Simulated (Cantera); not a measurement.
Cantera with NASA thermochemical tables; ideal gases at 1 bar, condensed phases pure. Values are per mole of reaction as written; species without (g) are pure solids or liquids, kept so even where they would boil at 1 bar.

SO2(g) + CaF2 → CaS + O2(g) + 2 F(g)

```json
[
 {"T (K)": "1048", "ΔH° (kJ)": "1206.5", "ΔS° (J/K)": "262.9", "ΔG° (kJ)": "931.0", "log10 K": "-46.40", "condensed phases": "CaF2(s), CaS(s)"},
 {"T (K)": "1148", "ΔH° (kJ)": "1204.9", "ΔS° (J/K)": "261.4", "ΔG° (kJ)": "904.8", "log10 K": "-41.17", "condensed phases": "CaF2(s), CaS(s)"},
 {"T (K)": "1248", "ΔH° (kJ)": "1203.0", "ΔS° (J/K)": "259.8", "ΔG° (kJ)": "878.7", "log10 K": "-36.78", "condensed phases": "CaF2(s), CaS(s)"},
 {"T (K)": "1348", "ΔH° (kJ)": "1200.7", "ΔS° (J/K)": "258.1", "ΔG° (kJ)": "852.8", "log10 K": "-33.05", "condensed phases": "CaF2(s), CaS(s)"},
 {"T (K)": "1448", "ΔH° (kJ)": "1192.9", "ΔS° (J/K)": "252.5", "ΔG° (kJ)": "827.2", "log10 K": "-29.84", "condensed phases": "CaF2(s), CaS(s)"},
 {"T (K)": "1548", "ΔH° (kJ)": "1188.3", "ΔS° (J/K)": "249.5", "ΔG° (kJ)": "802.1", "log10 K": "-27.07", "condensed phases": "CaF2(s), CaS(s)"},
 {"T (K)": "1648", "ΔH° (kJ)": "1183.6", "ΔS° (J/K)": "246.5", "ΔG° (kJ)": "777.3", "log10 K": "-24.64", "condensed phases": "CaF2(s), CaS(s)"},
 {"T (K)": "1748", "ΔH° (kJ)": "(withheld)", "ΔS° (J/K)": "(withheld)", "ΔG° (kJ)": "(withheld)", "log10 K": "(withheld)", "condensed phases": "CaF2(l), CaS(s)"},
 {"T (K)": "1848", "ΔH° (kJ)": "(withheld)", "ΔS° (J/K)": "(withheld)", "ΔG° (kJ)": "(withheld)", "log10 K": "(withheld)", "condensed phases": "CaF2(l), CaS(s)"}
]
```

Question: Some entries are withheld; supply them.

Answer: 
- 1748, ΔH° (kJ): 1150.6
- 1748, ΔS° (J/K): 227.0
- 1748, ΔG° (kJ): 753.8
- 1748, log10 K: -22.52
- 1848, ΔH° (kJ): 1148.5
- 1848, ΔS° (J/K): 225.8
- 1848, ΔG° (kJ): 731.1
- 1848, log10 K: -20.67
